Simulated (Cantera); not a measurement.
A perfectly stirred reactor is fed with H2 : O2 : N2 : H2O = 1 : 0.5 : 3.55 : 0.92 (molar parts), at 760 Torr; it is adiabatic with a 725 K inlet, and is followed from long to short residence time, starting on the burning branch (τ in s: 0.04, 0.019, 0.0091, 0.0043, 0.002, 0.00097, 0.00046, 0.00022, 0.0001, 4.9e-05, 2.3e-05, 1.1e-05).

Model: GRI-Mech 3.0 (53 species, 325 reactions), integrated in Cantera.

Task: What does this change do: pressure from 760 Torr to 3750 Torr?

Result: 
```csv
quantity,before,after
"blow-out, bracketed by the residence times tried","burning at 49.0 µs, out at 23.0 µs","burning at 11.0 µs, the shortest tried"
x(H2) at τ = 40.0 ms,0.00722,0.00316
x(O2) at τ = 40.0 ms,0.00316,0.00138
x(H2O) at τ = 40.0 ms,0.341,0.347
x(N2O) at τ = 40.0 ms,5.98e-8,1.06e-7
x(OH) at τ = 40.0 ms,0.00210,0.000828
x(H2) at τ = 0.460 ms,0.0247,0.0122
x(O2) at τ = 0.460 ms,0.0124,0.00564
x(H2O) at τ = 0.460 ms,0.312,0.334
x(N2O) at τ = 0.460 ms,6.22e-8,1.95e-7
x(OH) at τ = 0.460 ms,0.00533,0.00259
```
The hydrogen kinetics of GRI-Mech 3.0 are dated; newer H2 mechanisms differ, most at raised pressure.
